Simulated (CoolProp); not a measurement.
Vapour-liquid equilibrium of R1234yf (1) + R227EA (2) at -17.95 °C; x and y are mole fractions of (1).

The numbers come from the multi-fluid Helmholtz-energy mixture model, Lemmon 2022 and Lemmon 2016; pair parameters Bell 2016 in CoolProp.

```tsv
x	bubble pressure, mixture model (kPa)	bubble pressure, Raoult's law (kPa)	y, mixture model	y, Raoult's law
0.05	?	97.93	0.084	0.084
0.15	105.3	104.9	?	0.234
0.25	112.3	111.8	0.361	0.366
0.35	119.2	118.7	0.475	0.483
0.45	126.0	125.6	?	0.586
0.55	?	132.6	0.670	0.679
0.65	139.6	139.5	0.755	0.763
0.75	?	146.4	?	0.839
0.85	153.3	153.3	?	0.908
0.95	160.2	160.3	0.969	0.971
```

Problem. What belongs in the gaps?

Solution. 
- 0.05, bubble pressure, mixture model (kPa): 98.14
- 0.15, y, mixture model: 0.232
- 0.45, y, mixture model: 0.577
- 0.55, bubble pressure, mixture model (kPa): 132.8
- 0.75, bubble pressure, mixture model (kPa): 146.5
- 0.75, y, mixture model: 0.832
- 0.85, y, mixture model: 0.903

The largest gap from Raoult's law is +0.4 % in bubble pressure, at x = 0.25. No azeotrope shows between x = 0.05 and 0.95.

Pair parameters are fitted to limited data, so mixtures are less certain than the pure fluids.
